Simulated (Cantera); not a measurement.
A closed system holds: 1 mol Pb, 23 mol H2O, 2 mol CO, held at 0.220 bar.

Cantera equilibrium calculation (NASA polynomials, part measured and part estimated; ideal gas, pure solids and liquids). Candidate condensed phases: C, C6H6, C7H8, C8H18, H2O, Pb, PbO, PbO2, Pb3O4; 113 gas species. Kinetics and transport are ignored. All values below are at 823 K.

Base state: H2O 0.842, CO2 0.0780, H2 0.0780, CO 0.00200 (mole fractions); condensed: Pb(l).

Task: What changes in the equilibrium state with this change: Pb replaced by Al?

Result: 
```json
[
 {"species": "H2O", "before": "0.842", "after": "0.784"},
 {"species": "H2", "before": "0.0780", "after": "0.136"},
 {"species": "CO2", "before": "0.0780", "after": "0.0763"},
 {"species": "CO", "before": "0.00200", "after": "0.00367"},
 {"species": "Pb(l), mol", "before": "1.000", "after": "0"},
 {"species": "Al2O3(s), mol", "before": "0", "after": "0.500"}
]
```
Further candidate phases: Al, Al2O3.
